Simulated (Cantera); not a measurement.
An isothermal, constant-pressure homogeneous reactor starts with CH₄ : H₂O : H₂ = 1 : 1.2 : 1.3 (molar parts), at 1475 K and 218 Torr. Integrator tolerance rtol = 1e-08.

Model: GRI-Mech 3.0 (53 species, 325 reactions), integrated in Cantera.

### Question
What does this change do: H2O 1.2 to 3.8 parts?

### Answer
```csv
quantity,before,after
x(CH₄) at 2.00 s,0.153 (gas-phase equilibrium 1.28e-6),0.0867 (gas-phase equilibrium 2.60e-8)
x(H₂O) at 2.00 s,0.305 (gas-phase equilibrium 0.0333),0.574 (gas-phase equilibrium 0.322)
x(H₂) at 2.00 s,0.489 (gas-phase equilibrium 0.785),0.304 (gas-phase equilibrium 0.554)
x(O) at 2.00 s,2.41e-12 (gas-phase equilibrium <1e-12),8.69e-12 (gas-phase equilibrium 7.85e-12)
x(CH₃) at 2.00 s,7.85e-5 (gas-phase equilibrium 7.06e-10),6.12e-5 (gas-phase equilibrium 1.71e-11)
x(C₂H₄) at 2.00 s,0.00289 (gas-phase equilibrium 2.68e-12),0.00118 (gas-phase equilibrium <1e-12)
```

### Question
What does this change do: pressure from 218 Torr to 100.0 Torr?

### Answer
| quantity | before | after |
|---|---|---|
| x(CH₄) at 2.00 s | 0.153 (gas-phase equilibrium 1.28e-6) | 0.184 (gas-phase equilibrium 2.70e-7) |
| x(H₂O) at 2.00 s | 0.305 (gas-phase equilibrium 0.0333) | 0.314 (gas-phase equilibrium 0.0333) |
| x(H₂) at 2.00 s | 0.489 (gas-phase equilibrium 0.785) | 0.461 (gas-phase equilibrium 0.785) |
| x(O) at 2.00 s | 2.41e-12 (gas-phase equilibrium <1e-12) | 4.91e-12 (gas-phase equilibrium 1.25e-12) |
| x(CH₃) at 2.00 s | 7.85e-5 (gas-phase equilibrium 7.06e-10) | 0.000125 (gas-phase equilibrium 2.20e-10) |
| x(C₂H₄) at 2.00 s | 0.00289 (gas-phase equilibrium 2.68e-12) | 0.00145 (gas-phase equilibrium <1e-12) |
